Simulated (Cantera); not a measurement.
A closed system holds: 1 mol SiHCl3, 0.39 mol Cl2, 120 mol H2, at 1000 Pa.

These are equilibrium values from Cantera (NASA tables, ideal gas, pure condensed phases), not measurements of a reactor. Candidate condensed phases: Si; 19 gas species. The tables' values for SiCl3 are old estimates; treat these amounts as uncertain. Kinetics and transport are ignored.

x: gas mole fraction; n: condensed amount in mol.

```json
[
 {"T (K)": "973", "x H2": "0.982", "x HCl": "0.0127", "x SiCl4": "?", "x SiCl2": "0.000264", "x SiHCl3": "0.00141", "n Si(s)": "0.374"},
 {"T (K)": "1023", "x H2": "0.979", "x HCl": "0.0175", "x SiCl4": "?", "x SiCl2": "0.000556", "x SiHCl3": "0.00101", "n Si(s)": "0.513"},
 {"T (K)": "1073", "x H2": "0.975", "x HCl": "0.0219", "x SiCl4": "?", "x SiCl2": "0.000954", "x SiHCl3": "0.000612", "n Si(s)": "0.635"},
 {"T (K)": "1123", "x H2": "0.973", "x HCl": "0.0248", "x SiCl4": "?", "x SiCl2": "0.00133", "x SiHCl3": "0.000308", "n Si(s)": "0.713"},
 {"T (K)": "1173", "x H2": "0.972", "x HCl": "0.0261", "x SiCl4": "?", "x SiCl2": "0.00160", "x SiHCl3": "0.000137", "n Si(s)": "0.747"},
 {"T (K)": "1223", "x H2": "0.971", "x HCl": "0.0266", "x SiCl4": "?", "x SiCl2": "0.00177", "x SiHCl3": "5.93e-5", "n Si(s)": "0.755"},
 {"T (K)": "1273", "x H2": "0.971", "x HCl": "0.0267", "x SiCl4": "?", "x SiCl2": "0.00190", "x SiHCl3": "2.64e-5", "n Si(s)": "0.753"},
 {"T (K)": "1323", "x H2": "0.971", "x HCl": "0.0267", "x SiCl4": "?", "x SiCl2": "0.00200", "x SiHCl3": "1.23e-5", "n Si(s)": "0.746"},
 {"T (K)": "1373", "x H2": "0.971", "x HCl": "0.0266", "x SiCl4": "?", "x SiCl2": "0.00209", "x SiHCl3": "6.05e-6", "n Si(s)": "0.739"},
 {"T (K)": "1423", "x H2": "0.971", "x HCl": "0.0265", "x SiCl4": "?", "x SiCl2": "0.00217", "x SiHCl3": "3.12e-6", "n Si(s)": "0.730"},
 {"T (K)": "1473", "x H2": "0.971", "x HCl": "0.0263", "x SiCl4": "?", "x SiCl2": "0.00224", "x SiHCl3": "1.68e-6", "n Si(s)": "0.722"}
]
```

Complete the blanks.


- 973, x SiCl4: 0.00323
- 1023, x SiCl4: 0.00213
- 1073, x SiCl4: 0.00112
- 1123, x SiCl4: 0.000457
- 1173, x SiCl4: 0.000158
- 1223, x SiCl4: 5.26e-5
- 1273, x SiCl4: 1.82e-5
- 1323, x SiCl4: 6.67e-6
- 1373, x SiCl4: 2.62e-6
- 1423, x SiCl4: 1.09e-6
- 1473, x SiCl4: 4.84e-7
